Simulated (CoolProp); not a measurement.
The numbers come from the reference Helmholtz-energy equation of state, Gedanitz 2015 in CoolProp.

Question: Give the vapour pressure (bar), vapour density (kg/m³), surface tension (mN/m), liquid conductivity (mW/(m K)) of saturated cyclopentane at 116.05 °C.

Answer: 
```csv
T (°C),p (bar),vapour density (kg/m³),surface tension (mN/m),liquid conductivity (mW/(m K))
116.05,5.99,14.8,10.1,94.8
```

Thermal conductivity comes from a separate model (Vassiliou 2015). Surface tension comes from a separate correlation (Mulero 2014).
